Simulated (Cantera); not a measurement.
## C₂H₂ + NH₃ (carbon deposition, reforming and gasification)

Charge: 1 mol C₂H₂, 0.023 mol NH₃, held at 790 Pa.

Method: chemical equilibrium by Gibbs-energy minimisation in Cantera with the NASA 1993 tables (ideal gas, pure condensed phases). Candidate condensed phases: C, C₆H₆, C₇H₈, C₈H₁₈; 92 gas species. Kinetics and transport are ignored.

From 1625 K to 2425 K the condensed part is C(graphite). The main C-bearing gas is HCN at 1625 K and C₂H₂ (acetylene) at 2425 K.

```
T (K)   x H₂       x H     x N₂  x C₂H₂ (acetylene)     x HCN     x HNC  n C(graphite)
-----  -----  --------  -------  ------------------  --------  --------  -------------
1625   0.988  0.000789   0.0109             3.51e-5  0.000247   6.06e-6           2.00
1725   0.987   0.00208   0.0108             9.09e-5  0.000432   1.37e-5           2.00
1825   0.984   0.00491   0.0106            0.000211  0.000707   2.84e-5           2.00
1925   0.977    0.0106   0.0104            0.000448   0.00109   5.39e-5           2.00
2025   0.966    0.0213   0.0100            0.000874   0.00160   9.51e-5           2.00
2125   0.947    0.0398  0.00958             0.00159   0.00223  0.000157           1.99
2225   0.915    0.0697  0.00900             0.00269   0.00296  0.000243           1.99
2325   0.868     0.115  0.00830             0.00424   0.00375  0.000354           1.99
2425   0.801     0.180  0.00748             0.00625   0.00452  0.000484           1.98
```
x: gas mole fraction; n: condensed amount in mol.
